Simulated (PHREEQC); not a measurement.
Dissolve 1.7 mmol/kgw HNO3, 44 mmol/kgw KNO3 and 0.38 mmol/kgw CuSO4 at 25 °C. Closed to the air; pH follows from the charge balance.

Equilibrium calculation in PHREEQC: ion-association model, phreeqc.dat.

No solid was allowed to form.

Order these S species by the share of S that they hold, largest first: KSO4-, CuSO4, SO4-2, HSO4-.

SO4-2 (81 %), KSO4- (11 %), HSO4- (6.4 %), CuSO4 (1.4 %)

The pH is 2.84 and the ionic strength 0.0471 mol/kgw. Species that the database lacks are ignored.
